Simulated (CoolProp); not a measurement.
Vapour-liquid equilibrium of m-xylene (1) + o-xylene (2) at 113.85 °C; x and y are mole fractions of (1).

Computed with CoolProp (multi-fluid Helmholtz-energy mixture model, Zhou 2012 and Zhou 2012; pair parameters Bell 2016).

| x | bubble pressure, mixture model (MPa) | bubble pressure, Raoult's law (MPa) | y, mixture model | y, Raoult's law |
|---|---|---|---|---|
| 0.05 | 0.04220 | 0.04223 | 0.057 | 0.058 |
| 0.15 | 0.04287 | 0.04293 | 0.170 | 0.171 |
| 0.25 | 0.04357 | 0.04363 | 0.280 | 0.280 |
| 0.35 | 0.04430 | 0.04434 | 0.386 | 0.386 |
| 0.45 | 0.04503 | 0.04504 | 0.489 | 0.489 |
| 0.55 | 0.04577 | 0.04574 | 0.589 | 0.588 |
| 0.65 | 0.04650 | 0.04644 | 0.685 | 0.684 |
| 0.75 | 0.04722 | 0.04714 | 0.778 | 0.778 |
| 0.85 | 0.04791 | 0.04785 | 0.868 | 0.869 |
| 0.95 | 0.04858 | 0.04855 | 0.956 | 0.957 |

The largest gap from Raoult's law is +0.2 % in bubble pressure, at x = 0.75. No azeotrope shows between x = 0.05 and 0.95.

Pair parameters are fitted to limited data, so mixtures are less certain than the pure fluids.
